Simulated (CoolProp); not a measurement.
Vapour-liquid equilibrium of isobutene (1) + n-butane (2) at 0.0764 MPa; x and y are mole fractions of (1).

Computed with CoolProp (multi-fluid Helmholtz-energy mixture model, Lemmon 2005 and Bücker 2006; pair parameters Bell 2016).

### Question
Give the bubble temperature and the first vapour's composition at x = 0.05, 0.2, 0.95. Is there an azeotrope?

### Answer
x = 0.05: -8.2 °C, y = 0.067; x = 0.2: -9.4 °C, y = 0.249; x = 0.95: -13.8 °C, y = 0.959. No azeotrope shows between x = 0.05 and 0.95.

Pair parameters are fitted to limited data, so mixtures are less certain than the pure fluids.
